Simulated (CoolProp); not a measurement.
Vapour pressure (MPa) of octamethyltrisiloxane (MDM): the reference equation beside estimates from Tc = 292.2 °C, pc = 1.438 MPa, ω = 0.528. Clausius-Clapeyron is anchored at 125.55 °C with a constant enthalpy of vaporisation of 38.88 kJ/mol.

Values from CoolProp's reference Helmholtz-energy equation of state, Thol 2017.

```
T (°C)  reference  Lee-Kesler  Clausius-Clapeyron  van der Waals  Redlich-Kwong  Soave-Redlich-Kwong  Peng-Robinson
------  ---------  ----------  ------------------  -------------  -------------  -------------------  -------------
125.55    0.04713     0.04671             0.04713         0.2993         0.1338              0.04671        0.04720
134.25    0.06120     0.06063             0.06054         0.3336         0.1598              0.06067        0.06106
142.95    0.07839     0.07764             0.07696         0.3704         0.1893              0.07776        0.07797
151.55    0.09888     0.09791             0.09662         0.4092         0.2220              0.09819        0.09815
160.25     0.1236      0.1224              0.1205         0.4511         0.2589               0.1229         0.1225
168.95     0.1528      0.1514              0.1490         0.4956         0.3000                  ___         0.1515
177.55     0.1867      0.1849              0.1823         0.5422         0.3448               0.1864         0.1850
186.25     0.2265      0.2244              0.2219         0.5921         0.3946               0.2266         0.2246
194.95     0.2724      0.2700                 ___         0.6448         0.4492               0.2732         0.2705
203.65     0.3251      0.3223              0.3218         0.7003         0.5087               0.3267         0.3233
212.25     0.3844      0.3813              0.3828         0.7581         0.5725               0.3872         0.3829
220.95     0.4524      0.4491                 ___         0.8194         0.6424               0.4567         0.4516
229.65        ___      0.5259              0.5343         0.8838         0.7177               0.5353            ___
238.25        ___      0.6113              0.6247         0.9503         0.7978               0.6226         0.6160
246.95     0.7112      0.7085              0.7280          1.021            ___                  ___         0.7144
```

**Question.** Complete the blanks.

**Answer.** 
- 168.95, Soave-Redlich-Kwong: 0.1523
- 194.95, Clausius-Clapeyron: 0.2682
- 220.95, Clausius-Clapeyron: 0.4536
- 229.65, reference: 0.5292
- 229.65, Peng-Robinson: 0.5294
- 238.25, reference: 0.6145
- 246.95, Redlich-Kwong: 0.8846
- 246.95, Soave-Redlich-Kwong: 0.7214

Absolute difference from the reference over all 15 rows, mean and median: Lee-Kesler 0.8 and 0.9 %, Clausius-Clapeyron 1.5 and 1.7 %, van der Waals 206.9 and 161.4 %, Redlich-Kwong 85.2 and 74.2 %, Soave-Redlich-Kwong 0.7 and 0.7 %, Peng-Robinson 0.5 and 0.5 %.
